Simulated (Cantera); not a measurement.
Charge: 1 mol LiCl, 0.061 mol HCl, 48 mol H2, 0.1 mol H2O, at 0.00120 bar.

Cantera equilibrium calculation (NASA polynomials, part measured and part estimated; ideal gas, pure solids and liquids). Candidate condensed phases: H2O, Li, LiCl, LiH, LiOH, Li2O; 25 gas species. Kinetics and transport are ignored.

Q: At 1725 K, list the 4 most abundant gas species with their mole fractions, and the condensed phases.

A: H2 0.970, LiCl 0.0194, H 0.00528, HCl 0.00212. Condensed: gas only.
